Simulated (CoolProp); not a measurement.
Computed with CoolProp (reference Helmholtz-energy equation of state, Lemmon 2006). It is a short technical equation, of lower accuracy than the large ones.

Question: For n-decane, give the phase and the cv (kJ/(kg K)), isothermal compressibility (1/MPa) at 588 K and 0.227 MPa.

Answer: 
- 588 K and 0.227 MPa: gas; cv 2.77, isothermal compressibility 4.64
